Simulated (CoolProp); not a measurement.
A closed Brayton cycle with carbon dioxide: compressor inlet 315.15 K and 7.7 MPa, high pressure 25.9 MPa, turbine inlet 755 K, compressor efficiency 0.89, turbine efficiency 0.93, recuperator effectiveness 0 (on enthalpy, no pinch check). Each further row changes one setting.

Model: reference Helmholtz-energy equation of state, Span 1996, in CoolProp.

| case | thermal efficiency (%) | net work (kJ/kg) | compressor to turbine work | compressor exit (K) | turbine exit (K) |
|---|---|---|---|---|---|
| as stated | 18.9 | 88.6 | 0.39 | 410.3 | 614.7 |
| turbine inlet 705 K | 18.9 | 76.9 | 0.42 | 410.3 | 570.0 |
| compressor inlet 325.15 K | 18.4 | 79.8 | 0.45 | 429.9 | 614.7 |
| high pressure 22 MPa | 16.7 | 80.5 | 0.37 | 397.2 | 633.0 |
| recuperator effectiveness 0.5 | 25.1 | 88.6 | 0.39 | 410.3 | 614.7 |
